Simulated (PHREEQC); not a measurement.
Consider water at 50 °C with 0.0056 mol/kgw HF and 0.0055 mol/kgw H2SiF6. Closed to the air; pH follows from the charge balance.

Computed with PHREEQC (ion-association model, phreeqc.dat).

```csv
quantity,before,after
pH,2.04,2.96
ionic strength (mol/kgw),0.0152,0.00121
HF (mol/kgw),0.00870,0.00239
F- (mol/kgw),0.000451,0.000955
HF2- (mol/kgw),1.70e-5,9.91e-6
```

Question: Which change was made?
A. H2SiF6 replaced by (CH3)4NF at the same molality
B. diluted 10-fold with water
C. H2SiF6 replaced by NaBF4 at the same molality
D. HF left out

Answer: B, diluted 10-fold with water

Precipitation was switched off in this run. Some of these states are supersaturated (in Quartz (slow to form), Chalcedony (slow to form), for instance). Constants without temperature data keep their 25 °C values here. SiF6-2 is the database's only silicon fluoride.
